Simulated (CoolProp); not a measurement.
n-perfluorobutane along the isotherm 374.8 K: Z from the reference equation and from simpler models built on Tc = 386.3 K, pc = 23.22 bar, ω = 0.372; each cubic takes its own stable root.

Model: reference Helmholtz-energy equation of state, Gao 2022, in CoolProp.

| p (bar) | phase | reference | Redlich-Kwong | Peng-Robinson |
|---|---|---|---|---|
| 0.11 | gas | 0.9983 | 0.9982 | 0.9980 |
| 0.251 | gas | 0.9961 | 0.9960 | 0.9955 |
| 0.571 | gas | 0.9912 | 0.9908 | 0.9896 |
| 1.3 | gas | 0.9797 | 0.9789 | 0.9763 |
| 2.96 | gas | 0.9526 | 0.9510 | 0.9450 |
| 6.73 | gas | 0.8850 | 0.8832 | 0.8694 |
| 15.3 | gas | 0.6732 | 0.6859 | 0.6514 |
| 34.8 | liquid | 0.2315 | 0.2704 | 0.2359 |
